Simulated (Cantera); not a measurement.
An adiabatic, constant-volume homogeneous reactor starts with CH₄ : C₂H₆ : O₂ : N₂ = 1 : 0.21 : 8.29 : 31.2 (molar parts), at 1575 K and 33000 Pa.

Cantera simulation using GRI-Mech 3.0 (53 species, 325 reactions); the numbers are that mechanism's predictions, not measurements.

**Question.** Predict: time of steepest temperature rise; temperature at 2.00 s; equilibrium temperature; x(O₂) at 2.00 s; x(NO) at 2.00 s; x(H₂O) at 2.00 s; x(N₂O) at 2.00 s.

**Answer.** time of steepest temperature rise: 0.194 ms
temperature at 2.00 s: 2354 K
equilibrium temperature: 2354 K
x(O₂) at 2.00 s: 0.127 (gas-phase equilibrium 0.127)
x(NO) at 2.00 s: 0.0133 (gas-phase equilibrium 0.0133)
x(H₂O) at 2.00 s: 0.0596 (gas-phase equilibrium 0.0596)
x(N₂O) at 2.00 s: 5.10e-7 (gas-phase equilibrium 5.10e-7)
